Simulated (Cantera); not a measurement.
An adiabatic, constant-volume homogeneous reactor starts with H2 : O2 : N2 = 1 : 1.11 : 4.18 (molar parts), at 1125 K and 8.30 bar. Integrator tolerance rtol = 1e-08.

Detailed kinetics in Cantera: GRI-Mech 3.0 (53 species, 325 reactions). The hydrogen kinetics of GRI-Mech 3.0 are dated; newer H2 mechanisms differ, most at raised pressure.

**Question.** What does this change do: 0.1 parts CO2 added?

**Answer.** 
```csv
quantity,before,after
time of steepest temperature rise,0.579 ms,0.604 ms
temperature at 1.00 s,2452 K,2420 K
equilibrium temperature,2452 K,2420 K
x(H2) at 1.00 s,0.000626 (gas-phase equilibrium 0.000626),0.000530 (gas-phase equilibrium 0.000530)
x(O2) at 1.00 s,0.0965 (gas-phase equilibrium 0.0965),0.0955 (gas-phase equilibrium 0.0955)
x(NO) at 1.00 s,0.0137 (gas-phase equilibrium 0.0137),0.0127 (gas-phase equilibrium 0.0127)
x(O) at 1.00 s,0.000870 (gas-phase equilibrium 0.000870),0.000738 (gas-phase equilibrium 0.000738)
x(N2O) at 1.00 s,2.94e-6 (gas-phase equilibrium 2.94e-6),2.70e-6 (gas-phase equilibrium 2.70e-6)
```

**Question.** What does this change do: constant pressure in place of constant volume?

**Answer.** 
```csv
quantity,before,after
time of steepest temperature rise,0.579 ms,0.600 ms
temperature at 1.00 s,2452 K,2224 K
equilibrium temperature,2452 K,2224 K
x(H2) at 1.00 s,0.000626 (gas-phase equilibrium 0.000626),0.000249 (gas-phase equilibrium 0.000249)
x(O2) at 1.00 s,0.0965 (gas-phase equilibrium 0.0965),0.0999 (gas-phase equilibrium 0.0999)
x(NO) at 1.00 s,0.0137 (gas-phase equilibrium 0.0137),0.00879 (gas-phase equilibrium 0.00879)
x(O) at 1.00 s,0.000870 (gas-phase equilibrium 0.000870),0.000346 (gas-phase equilibrium 0.000346)
x(N2O) at 1.00 s,2.94e-6 (gas-phase equilibrium 2.94e-6),1.34e-6 (gas-phase equilibrium 1.34e-6)
```
